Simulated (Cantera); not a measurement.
Feed: 1 mol c-C₄F₈, 7.9 mol H₂, at 2348.15 K and 1.33 mbar.

These are equilibrium values from Cantera (NASA tables, ideal gas, pure condensed phases), not measurements of a reactor. Candidate condensed phases: C, C₆H₆, C₇H₈, C₈H₁₈; 95 gas species. The feed counts by its element totals alone. Rates play no part.

Base state: HF 0.618, H₂ 0.221, H 0.159, C₂H₂ (acetylene) 0.00121, F 0.000610, C₂H 4.43e-5, C₃ 3.00e-5, C 1.35e-5 (mole fractions); condensed: C(graphite).

**Question.** What changes in the equilibrium state with this change: temperature from 2348.15 K to 2600 K?

**Answer.** 
| species | before | after |
|---|---|---|
| HF | 0.618 | 0.550 |
| H | 0.159 | 0.337 |
| H₂ | 0.221 | 0.103 |
| C₂ | 2.69e-6 | 0.000156 |
| C₃ | 3.00e-5 | 0.00166 |
| C | 1.35e-5 | 0.000468 |
| C(graphite), mol | 3.97 | 3.85 |

**Question.** What changes in the equilibrium state with this change: temperature from 2348.15 K to 1798 K?

**Answer.** 
| species | before | after |
|---|---|---|
| HF | 0.618 | 0.670 |
| H₂ | 0.221 | 0.324 |
| H | 0.159 | 0.00549 |
| C₃ | 3.00e-5 | <1e-9 |
| C | 1.35e-5 | <1e-9 |
| C(graphite), mol | 3.97 | 4.00 |
